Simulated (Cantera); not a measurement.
A freely propagating, adiabatic, planar premixed flame of CH4 : O2 : N2 = 1 : 2.25 : 10.3 (molar parts), unburnt at 475 K and 0.170 bar; mixture-averaged transport, grid criteria slope 0.08 and curve 0.16, no radiation.

Model: GRI-Mech 3.0 (53 species, 325 reactions), integrated in Cantera. Burning velocities carry a grid error of a few per cent, more on coarse grids.

Question: What does this change do: CH4 1 to 0.76 parts?

Answer: 
```csv
quantity,before,after
laminar burning velocity,85.4 cm/s,57.0 cm/s
thermal thickness,2.13 mm,2.66 mm
peak x(C2H),3.03e-8,<1e-8
peak x(HO2),0.000107,9.33e-5
peak x(H),0.00980,0.00461
```

Question: What does this change do: O2 2.25 to 1.8 parts?

Answer: 
| quantity | before | after |
|---|---|---|
| laminar burning velocity | 85.4 cm/s | 62.6 cm/s |
| thermal thickness | 2.13 mm | 2.54 mm |
| peak x(C2H) | 3.03e-8 | 8.41e-8 |
| peak x(HO2) | 0.000107 | 6.69e-5 |
| peak x(H) | 0.00980 | 0.0102 |
